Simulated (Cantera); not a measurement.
A Cantera script and what it prints.

```python
import numpy as np
import cantera as ct

gas_names = """
    Fe FeO Fe(OH)2 H HNO HNO2 HNO3 HO2 H2 H2O H2O2 H2S H2SO4 N NH NH2 NH3 NH2OH NO NO2 NO3 N2 N2H2 N2H4
    N2O O OH O2 O3 S SH SN SO SO2 SO3 S2 S2O S8
""".split()
cond_names = """
    Fe(a) Fe(c) Fe(d) Fe(L) FeO(s) FeO(L) Fe(OH)2(s) Fe(OH)3(s) FeS(a) FeS(b) FeS(c) FeS(L) FeSO4(s)
    FeS2(s) Fe2O3(s) Fe2S3O12(s) Fe3O4(s) H2O(s) H2O(L) H2SO4(L) S(cr1) S(cr2) S(L)
""".split()


# ... load() reads the species with a 1 bar reference pressure and builds the phases ...
atoms = {
    'Fe2O3': {'Fe': 2, 'O': 3},
    'H2S': {'H': 2, 'S': 1},
    'N2': {'N': 2},
    'SO3': {'S': 1, 'O': 3},
}
top_T = {'FeSO4(s)': 950, 'FeS2(s)': 1010, 'Fe2O3(s)': 1830, 'Fe2S3O12(s)': 1100, 'Fe3O4(s)': 1870}  # K; cautious upper limits of use, not melting points


# ... equilibrate(T, P, feed) seeds the gas with the atoms and calls Mixture.equilibrate('TP', solver="vcs", rtol=1e-11, max_steps=5000) ...
results = []
feed = {'Fe2O3': 1, 'H2S': 3.5, 'N2': 8.3, 'SO3': 0.055}  # mol
T = 1273.15  # K
P = 1800000  # Pa
mix = equilibrate(T, P, feed)
results.append((T, P, feed, dict(zip(mix.species_names, mix.species_moles))))
print(gas.report(threshold=0.001))
for i in range(1, mix.n_phases):
    print(f"{mix.phase(i).name:16s} {mix.phase_moles(i):12.5e} mol")
```

It prints:

```
       temperature   1273.2 K
          pressure   1.8e+06 Pa
           density   4.6855 kg/m^3
  mean mol. weight   27.555 kg/kmol
   phase of matter   gas

                          1 kg             1 kmol
                     ---------------   ---------------
          enthalpy       -8.4579e+05       -2.3306e+07  J
   internal energy         -1.23e+06       -3.3891e+07  J
           entropy            8182.8        2.2548e+05  J/K
    Gibbs function       -1.1264e+07       -3.1037e+08  J
 heat capacity c_p            1367.5             37682  J/K
 heat capacity c_v            1065.8             29367  J/K

                      mass frac. Y      mole frac. X     chem. pot. / RT
                     ---------------   ---------------   ---------------
                H2        0.00043431         0.0059362           -20.375
               H2O           0.14587           0.22312           -47.127
               H2S          0.067409          0.054509           -29.844
                N2           0.68375           0.67254           -23.029
               SO2          0.037644          0.016193           -62.975
                S2          0.062087          0.026681           -18.939
     [  +32 minor]         0.0028075         0.0010229

Fe(c)             0.00000e+00 mol
FeO(s)            0.00000e+00 mol
Fe(OH)2(s)        0.00000e+00 mol
Fe(OH)3(s)        0.00000e+00 mol
FeS(c)            2.00000e+00 mol
Fe2O3(s)          0.00000e+00 mol
Fe3O4(s)          0.00000e+00 mol
S(L)              0.00000e+00 mol
```

Cantera equilibrium calculation (NASA polynomials, part measured and part estimated; ideal gas, pure solids and liquids). FeS: taken at fixed stoichiometry. Gases not in the tables: S3 to S7.
